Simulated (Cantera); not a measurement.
Source: NASA polynomial tables (part measured, part estimated), evaluated in Cantera. Values are per mole of reaction as written; species without (g) are pure solids or liquids, kept so even where they would boil at 1 bar.

3 NbO2(g) → 2 O3(g) + 3 Nb

| T (K) | ΔH° (kJ) | ΔS° (J/K) | ΔG° (kJ) | log10 K |
|---|---|---|---|---|
| 2225 | ? | ? | ? | ? |
| 2275 | 961.0 | -167.2 | 1341.5 | -30.80 |
| 2325 | 965.3 | -165.4 | 1349.8 | -30.32 |
| 2375 | 969.9 | -163.4 | 1358.0 | -29.87 |
| 2425 | ? | ? | ? | ? |
| 2475 | ? | ? | ? | ? |
| 2525 | 984.7 | -157.4 | 1382.1 | -28.59 |
| 2575 | 990.1 | -155.3 | 1389.9 | -28.19 |
| 2625 | ? | ? | ? | ? |

Question: Fill in the missing entries.

Answer: 
- 2225, ΔH° (kJ): 956.9
- 2225, ΔS° (J/K): -169.1
- 2225, ΔG° (kJ): 1333.1
- 2225, log10 K: -31.29
- 2425, ΔH° (kJ): 974.6
- 2425, ΔS° (J/K): -161.5
- 2425, ΔG° (kJ): 1366.1
- 2425, log10 K: -29.43
- 2475, ΔH° (kJ): 979.5
- 2475, ΔS° (J/K): -159.4
- 2475, ΔG° (kJ): 1374.2
- 2475, log10 K: -29.00
- 2625, ΔH° (kJ): 995.7
- 2625, ΔS° (J/K): -153.1
- 2625, ΔG° (kJ): 1397.6
- 2625, log10 K: -27.81
